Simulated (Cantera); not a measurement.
Input: 1 mol C₃H₈, 0.26 mol O₂, equilibrated at 410 Pa.

Equilibrium computed with Cantera from the NASA thermochemical tables; the gas is ideal and each condensed phase is pure. Candidate condensed phases: C, C₆H₆, C₇H₈, C₈H₁₈, H₂O; 110 gas species. The numbers say what is thermodynamically allowed, not how fast it happens.

Task: At 2077 °C, list the 4 most abundant gas species with their mole fractions, and the condensed phases.

Result: H₂ 0.725, H 0.166, CO 0.106, C₂H₂ (acetylene) 0.00400. Condensed: C(graphite).
